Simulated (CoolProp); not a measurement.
Oxygen at 298.15 K and 0.268 MPa is throttled through a valve to 0.163 MPa with no heat exchange. Each further row changes one setting.

The numbers come from the reference Helmholtz-energy equation of state, Schmidt 1985 in CoolProp.

```
case                        temperature change (K)  final density (kg/m³)
--------------------------  ----------------------  ---------------------
as stated                                        …                      …
outlet pressure 0.0489 MPa                       …                  0.633
outlet pressure 0.212 MPa                        …                      …
```

**Question.** What belongs in the gaps?

**Answer.** 
- as stated, temperature change (K): -0.3
- as stated, final density (kg/m³): 2.11
- outlet pressure 0.0489 MPa, temperature change (K): -0.6
- outlet pressure 0.212 MPa, temperature change (K): -0.2
- outlet pressure 0.212 MPa, final density (kg/m³): 2.74
